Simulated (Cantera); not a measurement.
Feed: 1 mol CaCO3, 0.015 mol CO2, held at 1125 K and 6.20 bar.

Method: chemical equilibrium by Gibbs-energy minimisation in Cantera with the NASA 1993 tables (ideal gas, pure condensed phases). Candidate condensed phases: C, Ca, CaCO3, CaO; 15 gas species. Equilibrium is a limit: real reactors are often held back by kinetics, nucleation or transport.

Base state: CO2 1.000 (mole fractions); condensed: CaCO3(calcite).

### Question
What changes in the equilibrium state with this change: temperature from 1125 K to 1650 K?

### Answer
```tsv
species	before	after
CO2	1.000	0.999
CO	1.31e-6	0.000771
O2	6.56e-7	0.000385
CaCO3(calcite), mol	1.00	0
CaO(s), mol	0	1.00
```
